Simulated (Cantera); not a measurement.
A closed system holds: 1 mol B₂O₃, 0.51 mol O₂, equilibrated at 0.133 bar.

Equilibrium computed with Cantera from the NASA thermochemical tables; the gas is ideal and each condensed phase is pure. Candidate condensed phases: B, B₂O₃; 10 gas species. Equilibrium is a limit: real reactors are often held back by kinetics, nucleation or transport.

x: gas mole fraction; n: condensed amount in mol.

| T (K) | x O₂ | x B₂O₃ | x BO₂ | x O | x BO | n B₂O₃(l) |
|---|---|---|---|---|---|---|
| 1673 | 0.995 | 0.00381 | 0.000739 | 9.13e-5 | 1.54e-8 | 0.998 |
| 1723 | 0.990 | 0.00838 | 0.00145 | 0.000155 | 5.39e-8 | 0.995 |
| 1773 | 0.979 | (withheld) | (withheld) | (withheld) | (withheld) | 0.990 |
| 1823 | 0.959 | 0.0352 | 0.00497 | 0.000405 | 5.39e-7 | 0.980 |
| 1873 | 0.923 | 0.0680 | 0.00869 | 0.000622 | 1.56e-6 | 0.960 |
| 1923 | 0.858 | (withheld) | (withheld) | (withheld) | (withheld) | 0.921 |
| 1973 | 0.747 | 0.228 | 0.0235 | 0.00128 | 1.14e-5 | 0.838 |
| 2023 | 0.565 | 0.398 | 0.0355 | 0.00164 | 3.01e-5 | 0.632 |
| 2073 | 0.321 | 0.630 | 0.0471 | 0.00178 | 7.85e-5 | 0 |

**Question.** Complete the blanks.

**Answer.** 
- 1773, x B₂O₃: 0.0176
- 1773, x BO₂: 0.00274
- 1773, x O: 0.000254
- 1773, x BO: 1.76e-7
- 1923, x B₂O₃: 0.127
- 1923, x BO₂: 0.0146
- 1923, x O: 0.000918
- 1923, x BO: 4.30e-6
